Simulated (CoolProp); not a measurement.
Saturated liquid density (kg/m³) of diethyl ether: the reference equation beside estimates from Tc = 194.7 °C, pc = 37.17 bar, ω = 0.282. Rackett uses Z = 0.29056 − 0.08775 ω.

Computed with CoolProp (reference Helmholtz-energy equation of state, Thol 2014).

| T (°C) | reference | Rackett | van der Waals | Redlich-Kwong | Soave-Redlich-Kwong | Peng-Robinson |
|---|---|---|---|---|---|---|
| 88.35 | 626.6 | 634.5 | 376.7 | 536.8 | 565.0 | 640.9 |
| 95.05 | 616.8 | 624.4 | 370.7 | 526.0 | 554.3 | 628.9 |
| 101.85 | 606.4 | 613.9 | … | 514.6 | 542.9 | 616.2 |
| 108.65 | 595.7 | 603.0 | 357.8 | 502.8 | 530.9 | 602.7 |
| 115.35 | 584.7 | 591.8 | 351.1 | 490.7 | 518.6 | 588.6 |
| 122.15 | … | 580.0 | 343.9 | … | 505.3 | 573.5 |
| 128.95 | 560.9 | 567.6 | 336.4 | 464.3 | 491.2 | 557.4 |
| 135.75 | 547.9 | 554.6 | … | 450.0 | 476.3 | 540.3 |
| 142.45 | 534.4 | 541.0 | 320.2 | 435.2 | 460.5 | 522.1 |
| 149.25 | 519.7 | 526.3 | 311.3 | 419.2 | 443.4 | 502.2 |
| 156.05 | 503.6 | 510.3 | 301.6 | 402.0 | 424.8 | 480.5 |
| 162.75 | 486.2 | 493.1 | 291.2 | 383.6 | 404.7 | 457.0 |

Some entries are withheld; supply them.


- 101.85, van der Waals: 364.4
- 122.15, reference: 573.1
- 122.15, Redlich-Kwong: 477.8
- 135.75, van der Waals: 328.5

Absolute difference from the reference over all 12 rows, mean and median: Rackett 1.3 and 1.2 %, van der Waals 40.0 and 40.0 %, Redlich-Kwong 17.2 and 16.9 %, Soave-Redlich-Kwong 12.6 and 12.1 %, Peng-Robinson 2.2 and 1.8 %.
